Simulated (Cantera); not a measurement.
PbO + O2 + N2 (iron carbonyl, mercury and lead vapours)

Charge: 1 mol PbO, 0.38 mol O2, 28 mol N2, equilibrated at 10000 Pa.

These are equilibrium values from Cantera (NASA tables, ideal gas, pure condensed phases), not measurements of a reactor. Candidate condensed phases: Pb, PbO, PbO2, Pb3O4; 12 gas species. Gases not in the tables: (PbO)n polymers. Rates play no part.

```csv
T (K),x N2,x PbO,x O2,x Pb,x NO,x O,x NO2,x Pb2,n PbO(red),n PbO(yellow),n PbO(l)
625,0.987,<1e-12,0.0134,<1e-12,1.21e-8,<1e-12,3.46e-9,<1e-12,1.00,0,0
700,0.987,1.66e-12,0.0134,<1e-12,7.96e-8,<1e-12,6.86e-9,<1e-12,1.00,0,0
775,0.987,1.79e-10,0.0134,<1e-12,3.63e-7,<1e-12,1.19e-8,<1e-12,0,1.00,0
850,0.987,8.33e-9,0.0134,<1e-12,1.27e-6,<1e-12,1.88e-8,<1e-12,0,1.00,0
925,0.987,2.04e-7,0.0134,5.16e-11,3.62e-6,4.90e-12,2.75e-8,<1e-12,0,1.000,0
1000,0.987,3.05e-6,0.0134,2.63e-9,8.84e-6,5.75e-11,3.81e-8,<1e-12,0,1.000,0
1075,0.987,3.08e-5,0.0134,7.64e-8,1.90e-5,4.80e-10,5.05e-8,<1e-12,0,0.999,0
1150,0.986,0.000228,0.0134,1.42e-6,3.71e-5,3.04e-9,6.45e-8,<1e-12,0,0.993,0
1225,0.985,0.00113,0.0133,1.57e-5,6.65e-5,1.54e-8,7.99e-8,1.27e-12,0,0,0.967
1300,0.982,0.00451,0.0133,0.000129,0.000111,6.46e-8,9.66e-8,6.01e-11,0,0,0.868
1375,0.970,0.0154,0.0135,0.000823,0.000177,2.34e-7,1.15e-7,1.81e-9,0,0,0.533
1450,0.952,0.0311,0.0142,0.00288,0.000272,7.57e-7,1.41e-7,1.67e-8,0,0,0
1525,0.951,0.0295,0.0149,0.00446,0.000404,2.19e-6,1.70e-7,3.13e-8,0,0,0
1600,0.950,0.0275,0.0158,0.00645,0.000583,5.77e-6,2.05e-7,5.21e-8,0,0,0
```
x: gas mole fraction; n: condensed amount in mol.

From 625 K to 700 K the condensed part is PbO(red). From 775 K to 1150 K the condensed part is PbO(yellow). From 1225 K to 1375 K the condensed part is PbO(l). From 1450 K to 1600 K nothing is condensed.
